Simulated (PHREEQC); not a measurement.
A solution holds 0.86 mol HF and 0.00018 mol H2SiF6 per kg of water, at 66 °C. Closed to the air; pH follows from the charge balance.

All values are PHREEQC results (ion-association model, phreeqc.dat), not measurements.

```yaml
pH: 1.47
ionic_strength: 0.0397 mol/kgw
activity_of_water: 0.985
total_alkalinity: -861 meq/kg
```

```tsv
species	molality	activity	log γ
HF	0.790	0.798	0.004
H+	0.0395	0.0337	-0.069
HF2-	0.0304	0.0250	-0.085
F-	0.00876	0.00713	-0.089
SiF6-2	0.000180	8.41e-5	-0.330
```

Precipitation was switched off in this run. At this temperature some constants are extrapolated from 25 °C, and those without enthalpy data are left unchanged. SiF6-2 is the database's only silicon fluoride.
